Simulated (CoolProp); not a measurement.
Saturated liquid density (kg/m³) of sulfur hexafluoride: the reference equation beside estimates from Tc = 45.6 °C, pc = 37.55 bar, ω = 0.210.

Model: reference Helmholtz-energy equation of state, Guder 2009, in CoolProp.

| T (°C) | reference | van der Waals | Redlich-Kwong |
|---|---|---|---|
| -44.25 | 1818 | 1162 | 1679 |
| -39.75 | 1796 | 1147 | 1651 |
| -35.15 | 1771 | 1131 | 1623 |
| -30.55 | 1747 | 1114 | 1593 |
| -26.05 | 1722 | 1097 | 1563 |
| -21.45 | 1695 | 1080 | 1531 |
| -16.85 | 1668 | 1061 | 1498 |
| -12.35 | 1641 | 1043 | 1464 |
| -7.75 | 1611 | 1023 | 1428 |
| -3.25 | 1581 | 1002 | 1391 |
| 1.35 | 1548 | 980.1 | 1351 |
| 5.95 | 1514 | 957.0 | 1310 |
| 10.45 | 1478 | 933.0 | 1267 |
| 15.05 | 1439 | 906.7 | 1220 |
| 19.65 | 1396 | 878.4 | 1170 |

Absolute difference from the reference over all 15 rows, mean and median: van der Waals 36.5 and 36.4 %, Redlich-Kwong 11.2 and 10.8 %.
